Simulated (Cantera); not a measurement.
Stirred combustor or abatement burner

A perfectly stirred reactor is fed with 7.05 % C3H8, 19.6 % O2, 73.3 % N2, equivalence ratio 1.8, at 5.00 bar; it is adiabatic with a 350 K inlet, and is followed from long to short residence time, starting on the burning branch (τ in s: 0.03, 0.014, 0.0063, 0.0029, 0.0013, 0.00061, 0.00028, 0.00013, 5.9e-05, 2.7e-05, 1.3e-05, 5.7e-06).

Model: GRI-Mech 3.0 (53 species, 325 reactions), integrated in Cantera. GRI-Mech 3.0 was tuned for natural gas; its chemistry of propane as a main component is partial and can be far from experiment.

| τ (s) | T (K) | x C3H8 | x O2 | x CH4 | x CO | x NO | x HCO | x NO2 |
|---|---|---|---|---|---|---|---|---|
| 0.030 | 1851 | 4.06e-6 | 0.000743 | 0.00682 | 0.106 | 1.49e-6 | 5.07e-8 | 6.70e-11 |
| 0.014 | 1850 | 8.25e-6 | 0.00131 | 0.00752 | 0.102 | 1.48e-6 | 7.56e-8 | 1.13e-10 |
| 0.0063 | 1843 | 1.77e-5 | 0.00231 | 0.00810 | 0.0993 | 1.37e-6 | 1.29e-7 | 1.84e-10 |
| 0.0029 | 1827 | 3.82e-5 | 0.00395 | 0.00862 | 0.0982 | 1.15e-6 | 2.38e-7 | 2.76e-10 |
| 0.0013 | 1796 | 9.11e-5 | 0.00701 | 0.00935 | 0.0991 | 8.10e-7 | 4.94e-7 | 3.85e-10 |
| 0.00061 | 1734 | 0.000249 | 0.0130 | 0.0108 | 0.102 | 3.96e-7 | 1.13e-6 | 4.65e-10 |
| 0.00028 | 350 | 0.0705 | 0.196 | <1e-12 | <1e-12 | <1e-12 | <1e-12 | <1e-12 |
| 0.00013 | 350 | 0.0705 | 0.196 | <1e-12 | <1e-12 | <1e-12 | <1e-12 | <1e-12 |
| 5.9e-5 | 350 | 0.0705 | 0.196 | <1e-12 | <1e-12 | <1e-12 | <1e-12 | <1e-12 |
| 2.7e-5 | 350 | 0.0705 | 0.196 | <1e-12 | <1e-12 | <1e-12 | <1e-12 | <1e-12 |
| 1.3e-5 | 350 | 0.0705 | 0.196 | <1e-12 | <1e-12 | <1e-12 | <1e-12 | <1e-12 |
| 5.7e-6 | 350 | 0.0705 | 0.196 | <1e-12 | <1e-12 | <1e-12 | <1e-12 | <1e-12 |
x: mole fraction; the columns are a selection and need not sum to one.
